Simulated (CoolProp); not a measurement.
A simple Rankine cycle with n-octane: condensing at 320.15 K, boiler at 1.16 MPa, turbine inlet 518.5 K, turbine efficiency 0.85, pump efficiency 0.8, no recuperator. Each further row changes one setting.

The numbers come from the reference Helmholtz-energy equation of state, Beckmüller 2019 in CoolProp.

| case | thermal efficiency (%) | net work (kJ/kg) | heat in (kJ/kg) | turbine exit temperature (K) | volume ratio over the turbine |
|---|---|---|---|---|---|
| as stated | 19.3 | [?] | 737 | [?] | 243 |
| turbine inlet 538.5 K | 18.9 | 151 | 796 | [?] | 227 |
| condensing temperature 312.15 K | [?] | 153 | 755 | [?] | [?] |
| boiler pressure 0.812 MPa | 18.3 | 138 | 755 | 450.8 | 149 |
| turbine efficiency 0.75 | [?] | 125 | 737 | 448.6 | [?] |

**Question.** Some entries are withheld; supply them.

**Answer.** 
- as stated, net work (kJ/kg): 142
- as stated, turbine exit temperature (K): 441.2
- turbine inlet 538.5 K, turbine exit temperature (K): 463.3
- condensing temperature 312.15 K, thermal efficiency (%): 20.2
- condensing temperature 312.15 K, turbine exit temperature (K): 436.6
- condensing temperature 312.15 K, volume ratio over the turbine: 356
- turbine efficiency 0.75, thermal efficiency (%): 17.0
- turbine efficiency 0.75, volume ratio over the turbine: 247
